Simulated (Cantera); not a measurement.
Feed: 1 mol PbO, 5.5 mol CO, held at 1725 K and 1.00 bar.

Cantera equilibrium calculation (NASA polynomials, part measured and part estimated; ideal gas, pure solids and liquids). Candidate condensed phases: C, Pb, PbO, PbO₂, Pb₃O₄; 15 gas species. Gases not in the tables: (PbO)n polymers. Kinetics and transport are ignored.

Base state: CO 0.693, CO₂ 0.154, Pb 0.153, Pb₂ 0.000210, PbO 0.000167 (mole fractions); condensed: gas only.

What changes in the equilibrium state with this change: PbO replaced by SiO₂?


```
species                 before     after
--------------------  --------  --------
CO                       0.693     0.999
SiO                          0  0.000367
CO₂                      0.154  0.000367
Pb                       0.153         0
Pb₂                   0.000210         0
PbO                   0.000167         0
SiO₂(condensed), mol         0     0.998
```
The tables hold silica as quartz up to 1696 K and as liquid above; real silica turns to tridymite and cristobalite and melts near 1996 K. Further candidate phases: Si, SiC, SiO₂.
